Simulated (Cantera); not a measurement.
Ignition delay

Mixture: 25.1 % H2, 9.66 % O2, 57.0 % N2, 8.28 % H2O, at 2.70 bar, adiabatic and at constant volume. Ignition delay is the time to a rise of 400 K.

Model: GRI-Mech 3.0 (53 species, 325 reactions), integrated in Cantera. The hydrogen kinetics of GRI-Mech 3.0 are dated; newer H2 mechanisms differ, most at raised pressure. Where the delays flatten at high temperature, the 400 K rule measures the pace of heat release, not the induction time.

```csv
T0 (K),delay (ms)
1300,0.0178
1350,0.0136
1400,0.0109
1450,0.00903
1500,0.00771
1550,0.00674
```
